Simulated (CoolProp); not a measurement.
Vapour-liquid equilibrium of isohexane (1) + benzene (2) at 75.35 °C; x and y are mole fractions of (1).

Values from CoolProp's multi-fluid Helmholtz-energy mixture model, Lemmon 2006 and Thol 2012; pair parameters Bell 2016.

```tsv
x	bubble pressure, mixture model (bar)	bubble pressure, Raoult's law (bar)	y, mixture model	y, Raoult's law
0.05	0.9662	0.9106	0.136	0.088
0.125	1.076	0.9652	0.275	0.207
0.2	1.163	1.020	0.374	0.314
0.275	1.233	1.074	…	0.410
0.35	1.292	1.129	0.515	0.497
0.425	1.343	1.183	0.573	0.575
0.5	1.388	1.238	0.627	0.647
0.575	1.429	1.293	0.680	0.713
0.65	1.466	1.347	0.733	0.773
0.725	…	1.402	0.787	0.828
0.8	1.531	1.456	0.843	0.880
0.875	1.559	1.511	0.900	0.928
0.95	…	1.565	0.959	0.972
```

Problem. Fill in the missing entries.

Solution. 
- 0.275, y, mixture model: 0.451
- 0.725, bubble pressure, mixture model (bar): 1.500
- 0.95, bubble pressure, mixture model (bar): 1.585

The largest gap from Raoult's law is +14.8 % in bubble pressure, at x = 0.275. No azeotrope shows between x = 0.05 and 0.95.

Pair parameters are fitted to limited data, so mixtures are less certain than the pure fluids.
